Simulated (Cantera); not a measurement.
An isothermal plug-flow reactor at 950 K and 120000 Pa (inlet), inlet velocity 4.6 m/s, active area per volume 610 1/m; feed 0.588 % H2, 6.58 % O2, 92.8 % N2, equivalence ratio 0.045.

Computed with Cantera and Deutschmann's 1995 Pt surface mechanism with GRI-Mech 3.0 gas chemistry. Catalytic surfaces can have several steady states; this one follows from the mechanism file's or the stated starting coverage. Mass transfer to the wall is taken as infinitely fast.

x: gas mole fraction; θ: surface coverage.

```tsv
z (m)	x H2	x O2	x H2O	θ free Pt	θ O*	θ OH*
0.00027	…	0.0651	0.00150	0.210	0.788	0.00149
0.00044	…	0.0648	0.00220	0.200	0.798	0.00152
0.00074	…	0.0643	0.00312	0.188	0.810	0.00156
0.0012	…	0.0639	0.00406	0.177	0.821	0.00160
0.0021	…	0.0635	0.00503	0.167	0.832	0.00163
0.0034	…	0.0632	0.00559	0.161	0.837	0.00165
0.0057	…	0.0631	0.00584	0.159	0.839	0.00166
0.0096	…	0.0631	0.00589	0.159	0.840	0.00166
0.016	…	0.0631	0.00589	0.159	0.840	0.00166
0.027	1.20e-11	0.0631	0.00589	0.159	0.840	0.00166
```

**Question.** What belongs in the gaps?

**Answer.** 
- 0.00027, x H2: 0.00438
- 0.00044, x H2: 0.00369
- 0.00074, x H2: 0.00277
- 0.0012, x H2: 0.00183
- 0.0021, x H2: 0.000855
- 0.0034, x H2: 0.000299
- 0.0057, x H2: 4.85e-5
- 0.0096, x H2: 2.26e-6
- 0.016, x H2: 1.49e-8
